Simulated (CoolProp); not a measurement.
The fluid at 293.15 K and 1.47 MPa is throttled through a valve to 0.172 MPa with no heat exchange. The same conditions are run with several fluids, on thermodynamics alone (safety and materials aside).

Computed with CoolProp (reference Helmholtz-energy equation of state of each fluid (carbon dioxide: Span 1996; R13: Platzer 1990; methane: Setzmann 1991; ethane: Bücker 2006; fluorine: de Reuck 1990)). The equations of Platzer and Polt are older, rougher fits.

Q: Rank carbon dioxide, R13, methane, ethane, fluorine by temperature change (K), highest first.

A: fluorine (-2.6), methane (-6.0), carbon dioxide (-16.0), ethane (-16.9), R13 (-17.9)

```csv
fluid,final density (kg/m³)
carbon dioxide,3.32
R13,8.02
methane,1.16
ethane,2.29
fluorine,2.71
```
